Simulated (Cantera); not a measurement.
Input: 1 mol MgO, 4.4 mol H2S, 1.2 mol O2, equilibrated at 1 atm.

These are equilibrium values from Cantera (NASA tables, ideal gas, pure condensed phases), not measurements of a reactor. Candidate condensed phases: H2O, H2SO4, Mg, MgO, Mg(OH)2, MgS, MgSO4, S; 26 gas species. The numbers say what is thermodynamically allowed, not how fast it happens. All values below are at 1898 K.

Base state: H2O 0.328, S2 0.270, H2 0.252, H2S 0.104, SO2 0.0199, SH 0.0147, SO 0.00669, S2O 0.00248 (mole fractions); condensed: MgO(s).

**Question.** What changes in the equilibrium state with this change: pressure from 1 atm to 0.133 bar?

**Answer.** 
| species | before | after |
|---|---|---|
| H2 | 0.252 | 0.317 |
| H2O | 0.328 | 0.293 |
| S2 | 0.270 | 0.278 |
| H2S | 0.104 | 0.0483 |
| SO | 0.00669 | 0.0132 |
| SO2 | 0.0199 | 0.0280 |
| SH | 0.0147 | 0.0167 |
| Mg | 2.47e-6 | 2.65e-5 |
| H | 0.000390 | 0.00121 |
| S | 0.000813 | 0.00227 |
| OH | 4.16e-5 | 9.12e-5 |
| S2O | 0.00248 | 0.00180 |
| MgO(s), mol | 1.000 | 1.000 |
